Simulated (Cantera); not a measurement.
A freely propagating, adiabatic, planar premixed flame of H₂ : O₂ : N₂ = 1 : 0.943 : 3.55 (molar parts), unburnt at 325 K and 28000 Pa; mixture-averaged transport, grid criteria slope 0.08 and curve 0.16, no radiation.

Detailed kinetics in Cantera: the H2/O2 subset of GRI-Mech 3.0, which has no nitrogen chemistry. Burning velocities carry a grid error of a few per cent, more on coarse grids. Lean hydrogen flames are cellular in practice and burn faster than this planar one.

Problem. What does this change do: H2 1 to 1.3 parts?

Solution. 
```
quantity                     before     after
------------------------  ---------  --------
laminar burning velocity  88.4 cm/s  156 cm/s
thermal thickness           1.75 mm   1.76 mm
peak x(H)                    0.0121    0.0291
peak x(OH)                  0.00587    0.0107
peak x(HO₂)                0.000178  0.000206
peak x(H₂O₂)                4.56e-5   5.44e-5
```

Problem. What does this change do: H2 1 to 0.78 parts?

Solution. 
```tsv
quantity	before	after
laminar burning velocity	88.4 cm/s	37.1 cm/s
thermal thickness	1.75 mm	2.16 mm
peak x(H)	0.0121	0.00330
peak x(OH)	0.00587	0.00249
peak x(HO₂)	0.000178	0.000133
peak x(H₂O₂)	4.56e-5	4.34e-5
```
